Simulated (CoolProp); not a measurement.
Propylene along the isobar 14300 kPa: Z from the reference equation and from simpler models built on Tc = 364.2 K, pc = 4555 kPa, ω = 0.146; each cubic takes its own stable root.

Computed with CoolProp (reference Helmholtz-energy equation of state, Lemmon 2013).

```json
[
 {"T (K)": "300.6", "phase": "liquid", "reference": "[?]", "van der Waals": "0.6573", "Peng-Robinson": "0.4234"},
 {"T (K)": "315.7", "phase": "liquid", "reference": "[?]", "van der Waals": "0.6425", "Peng-Robinson": "0.4212"},
 {"T (K)": "330.8", "phase": "liquid", "reference": "0.4418", "van der Waals": "0.6306", "Peng-Robinson": "0.4223"},
 {"T (K)": "345.9", "phase": "liquid", "reference": "0.4426", "van der Waals": "0.6214", "Peng-Robinson": "0.4273"},
 {"T (K)": "361", "phase": "liquid", "reference": "0.4469", "van der Waals": "0.6150", "Peng-Robinson": "0.4368"},
 {"T (K)": "376.1", "phase": "supercritical", "reference": "0.4555", "van der Waals": "0.6113", "Peng-Robinson": "0.4514"},
 {"T (K)": "391.2", "phase": "supercritical", "reference": "0.4695", "van der Waals": "[?]", "Peng-Robinson": "0.4721"},
 {"T (K)": "406.4", "phase": "supercritical", "reference": "0.4903", "van der Waals": "0.6123", "Peng-Robinson": "0.4997"},
 {"T (K)": "421.5", "phase": "supercritical", "reference": "0.5188", "van der Waals": "[?]", "Peng-Robinson": "[?]"},
 {"T (K)": "436.6", "phase": "supercritical", "reference": "0.5546", "van der Waals": "0.6251", "Peng-Robinson": "0.5724"},
 {"T (K)": "451.7", "phase": "supercritical", "reference": "0.5954", "van der Waals": "0.6361", "Peng-Robinson": "0.6133"},
 {"T (K)": "466.8", "phase": "supercritical", "reference": "0.6377", "van der Waals": "0.6501", "Peng-Robinson": "0.6537"}
]
```

Task: What belongs in the gaps?

Result: 
- 300.6, reference: 0.4489
- 315.7, reference: 0.4440
- 391.2, van der Waals: 0.6104
- 421.5, van der Waals: 0.6171
- 421.5, Peng-Robinson: 0.5336
